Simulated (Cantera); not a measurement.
## Premixed flame

A freely propagating, adiabatic, planar premixed flame of H₂ : O₂ : N₂ : H₂O = 1 : 0.278 : 1.31 : 0.14 (molar parts), unburnt at 350 K and 750 Torr; mixture-averaged transport, grid criteria slope 0.08 and curve 0.16, no radiation.

Cantera simulation using the H2/O2 subset of GRI-Mech 3.0, which has no nitrogen chemistry; the numbers are that mechanism's predictions, not measurements. Burning velocities carry a grid error of a few per cent, more on coarse grids.

```json
[
 {"z (mm)": "-0.996", "T (K)": "350", "u (m/s)": "2.72", "x H₂": "0.367", "x O₂": "0.102", "x H₂O": "0.0513", "x H": "<1e-8", "x HO₂": "<1e-8", "x H₂O₂": "<1e-8"},
 {"z (mm)": "-0.664", "T (K)": "350", "u (m/s)": "2.72", "x H₂": "0.367", "x O₂": "0.102", "x H₂O": "0.0513", "x H": "<1e-8", "x HO₂": "<1e-8", "x H₂O₂": "<1e-8"},
 {"z (mm)": "-0.498", "T (K)": "350", "u (m/s)": "2.72", "x H₂": "0.366", "x O₂": "0.102", "x H₂O": "0.0513", "x H": "<1e-8", "x HO₂": "1.11e-8", "x H₂O₂": "<1e-8"},
 {"z (mm)": "-0.332", "T (K)": "351", "u (m/s)": "2.73", "x H₂": "0.366", "x O₂": "0.102", "x H₂O": "0.0514", "x H": "<1e-8", "x HO₂": "3.25e-7", "x H₂O₂": "3.35e-8"},
 {"z (mm)": "-0.166", "T (K)": "378", "u (m/s)": "2.91", "x H₂": "0.358", "x O₂": "0.103", "x H₂O": "0.0528", "x H": "3.07e-6", "x HO₂": "0.000111", "x H₂O₂": "1.22e-5"},
 {"z (mm)": "-0.0830", "T (K)": "607", "u (m/s)": "4.55", "x H₂": "0.328", "x O₂": "0.0983", "x H₂O": "0.0712", "x H": "0.00155", "x HO₂": "0.000372", "x H₂O₂": "8.20e-5"},
 {"z (mm)": "0", "T (K)": "979", "u (m/s)": "7.15", "x H₂": "0.274", "x O₂": "0.0781", "x H₂O": "0.122", "x H": "0.0136", "x HO₂": "0.000131", "x H₂O₂": "2.07e-5"},
 {"z (mm)": "0.0830", "T (K)": "1257", "u (m/s)": "9.08", "x H₂": "0.214", "x O₂": "0.0442", "x H₂O": "0.189", "x H": "0.0331", "x HO₂": "5.52e-5", "x H₂O₂": "2.10e-6"},
 {"z (mm)": "0.166", "T (K)": "1416", "u (m/s)": "10.2", "x H₂": "0.174", "x O₂": "0.0174", "x H₂O": "0.240", "x H": "0.0456", "x HO₂": "1.99e-5", "x H₂O₂": "1.12e-6"},
 {"z (mm)": "0.332", "T (K)": "1546", "u (m/s)": "11.1", "x H₂": "0.155", "x O₂": "0.00226", "x H₂O": "0.270", "x H": "0.0467", "x HO₂": "2.42e-6", "x H₂O₂": "6.46e-7"},
 {"z (mm)": "0.664", "T (K)": "1645", "u (m/s)": "11.7", "x H₂": "0.159", "x O₂": "0.000449", "x H₂O": "0.275", "x H": "0.0364", "x HO₂": "4.91e-7", "x H₂O₂": "3.86e-7"},
 {"z (mm)": "1.33", "T (K)": "1731", "u (m/s)": "12.2", "x H₂": "0.165", "x O₂": "0.000221", "x H₂O": "0.278", "x H": "0.0253", "x HO₂": "2.49e-7", "x H₂O₂": "2.00e-7"},
 {"z (mm)": "2.65", "T (K)": "1799", "u (m/s)": "12.7", "x H₂": "0.170", "x O₂": "9.66e-5", "x H₂O": "0.280", "x H": "0.0162", "x HO₂": "1.18e-7", "x H₂O₂": "9.30e-8"}
]
```
x: mole fraction of selected species; z is measured from the peak of heat release.

* **laminar burning velocity**: 272 cm/s
* **thermal thickness**: 0.332 mm
* **peak x(H)**: 0.0484
* **peak x(HO₂)**: 0.000459
* **peak x(H₂O₂)**: 8.20e-5
* **grid points**: 119
